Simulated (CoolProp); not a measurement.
Values from CoolProp's reference Helmholtz-energy equation of state, Penoncello 2003.

Question: For CHF3 (R23), give the phase and the cp (kJ/(kg K)), expansivity (1/kK), viscosity (µPa s), conductivity (mW/(m K)) at 209.2 K and 17.1 MPa; 234.9 K and 17.1 MPa.

Answer: 
- 209.2 K and 17.1 MPa: liquid; cp 1.22, expansivity 2.43, viscosity 273, conductivity 129
- 234.9 K and 17.1 MPa: liquid; cp 1.26, expansivity 2.78, viscosity 199, conductivity 114

Viscosity comes from a separate model (Shan 2000). Thermal conductivity comes from a separate model (Shan 2000).
